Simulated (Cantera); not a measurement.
An adiabatic, constant-pressure homogeneous reactor starts with 8.11 % CH3OH, 19.3 % O2, 72.6 % N2, at 1700 K and 15.8 atm.

Detailed kinetics in Cantera: GRI-Mech 3.0 (53 species, 325 reactions). GRI-Mech 3.0 was tuned for natural gas; its chemistry of methanol as a main component is partial and can be far from experiment. The pressure lies above the range GRI-Mech 3.0 was tuned for (to about 10 atm).

Task: Predict: time of steepest temperature rise; temperature at 0.400 s; equilibrium temperature; x(O2) at 0.400 s; x(H2O2) at 0.400 s; x(O) at 0.400 s.

Result: 
```json
{
 "time_of_steepest_temperature_rise": "5.25 µs",
 "temperature at 0.400 s": "2781 K",
 "equilibrium_temperature": "2781 K",
 "x(O2) at 0.400 s": "0.0603 (gas-phase equilibrium 0.0603)",
 "x(H2O2) at 0.400 s": "1.71e-6 (gas-phase equilibrium 1.71e-6)",
 "x(O) at 0.400 s": "0.00311 (gas-phase equilibrium 0.00311)"
}
```
